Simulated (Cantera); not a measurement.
A closed system holds: 1 mol PbO, 0.36 mol C, 0.2 mol N2, 0.9 mol CH4, at 0.00760 bar.

These are equilibrium values from Cantera (NASA tables, ideal gas, pure condensed phases), not measurements of a reactor. Candidate condensed phases: C, C6H6, C7H8, C8H18, H2O, Pb, PbO, PbO2, Pb3O4; 139 gas species. Equilibrium is a limit: real reactors are often held back by kinetics, nucleation or transport.

Problem. What share of the Pb ends up in condensed phases as a function of T (K), at 973, 1023, 1073, 1123, 1173, 1223, 1273, 1323, 1373, 1423, 1473, 1523?

Solution. 
```csv
T (K),Pb condensed (%),as
973,99.7,Pb(l)
1023,98.9,Pb(l)
1073,97.1,Pb(l)
1123,92.6,Pb(l)
1173,82.4,Pb(l)
1223,59.3,Pb(l)
1273,4.4,Pb(l)
1323,0.0,-
1373,0.0,-
1423,0.0,-
1473,0.0,-
1523,0.0,-
```
